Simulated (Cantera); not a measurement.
## Moist CO burnout

An isothermal, constant-pressure homogeneous reactor starts with CO : O2 : H2O : N2 = 0.0013 : 0.035 : 0.00015 : 1 (molar parts), equivalence ratio 0.019, at 1373 K and 2.47 atm.

Computed with Cantera and GRI-Mech 3.0 (53 species, 325 reactions).

```json
[
 {"t (s)": "4.00e-5", "x CO": "0.00125", "x O2": "0.0338", "x H2O": "0.000145", "x CO2": "2.29e-9", "x OH": "2.31e-11"},
 {"t (s)": "0.000126", "x CO": "0.00125", "x O2": "0.0338", "x H2O": "0.000145", "x CO2": "7.33e-9", "x OH": "1.65e-10"},
 {"t (s)": "0.000400", "x CO": "0.00125", "x O2": "0.0338", "x H2O": "0.000145", "x CO2": "2.50e-8", "x OH": "1.35e-9"},
 {"t (s)": "0.00126", "x CO": "0.00125", "x O2": "0.0338", "x H2O": "0.000145", "x CO2": "1.27e-7", "x OH": "1.32e-8"},
 {"t (s)": "0.00400", "x CO": "0.00125", "x O2": "0.0338", "x H2O": "0.000144", "x CO2": "4.39e-6", "x OH": "5.37e-7"},
 {"t (s)": "0.0126", "x CO": "0.000800", "x O2": "0.0335", "x H2O": "0.000139", "x CO2": "0.000455", "x OH": "9.14e-6"},
 {"t (s)": "0.0400", "x CO": "0.000193", "x O2": "0.0332", "x H2O": "0.000142", "x CO2": "0.00106", "x OH": "5.25e-6"},
 {"t (s)": "0.126", "x CO": "2.12e-5", "x O2": "0.0332", "x H2O": "0.000144", "x CO2": "0.00123", "x OH": "2.46e-6"},
 {"t (s)": "0.400", "x CO": "1.04e-6", "x O2": "0.0332", "x H2O": "0.000144", "x CO2": "0.00125", "x OH": "1.02e-6"},
 {"t (s)": "1.26", "x CO": "2.24e-8", "x O2": "0.0332", "x H2O": "0.000145", "x CO2": "0.00126", "x OH": "4.85e-7"},
 {"t (s)": "4.00", "x CO": "2.68e-9", "x O2": "0.0332", "x H2O": "0.000145", "x CO2": "0.00126", "x OH": "4.47e-7"},
 {"t (s)": "12.6", "x CO": "2.68e-9", "x O2": "0.0332", "x H2O": "0.000145", "x CO2": "0.00126", "x OH": "4.47e-7"},
 {"t (s)": "40.0", "x CO": "2.68e-9", "x O2": "0.0332", "x H2O": "0.000145", "x CO2": "0.00126", "x OH": "4.47e-7"}
]
```
x: mole fraction; the columns are a selection and need not sum to one.

Equilibrium at this temperature and pressure: CO 2.68e-9, O2 0.0330, H2O 0.000145, CO2 0.00126, OH 4.47e-7 (gas phase only).
